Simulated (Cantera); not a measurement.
Input: 1 mol Si₃N₄, 0.17 mol N₂O, 41 mol N₂, equilibrated at 0.0160 bar.

Equilibrium computed with Cantera from the NASA thermochemical tables; the gas is ideal and each condensed phase is pure. Candidate condensed phases: Si, SiO₂, Si₂N₂O, Si₃N₄; 16 gas species. Mutual solubility and eutectic melting of coexisting phases are not modelled. Equilibrium is a limit: real reactors are often held back by kinetics, nucleation or transport.

Which condensed phases are stable at each of these points (T (K)): 1323, 1398, 1473, 1548, 1623, 1698, 1773?


| T (K) | condensed phases | Si condensed (%) |
|---|---|---|
| 1323 | Si₂N₂O(s) + Si₃N₄(s) | 100.0 |
| 1398 | Si₂N₂O(s) + Si₃N₄(s) | 100.0 |
| 1473 | Si₂N₂O(s) + Si₃N₄(s) | 100.0 |
| 1548 | Si₂N₂O(s) + Si₃N₄(s) | 100.0 |
| 1623 | Si₂N₂O(s) + Si₃N₄(s) | 99.6 |
| 1698 | Si₂N₂O(s) + Si₃N₄(s) | 97.7 |
| 1773 | Si₃N₄(s) | 94.2 |

From 1323 K to 1698 K the condensed part is Si₂N₂O(s) + Si₃N₄(s). At 1773 K the condensed part is Si₃N₄(s).
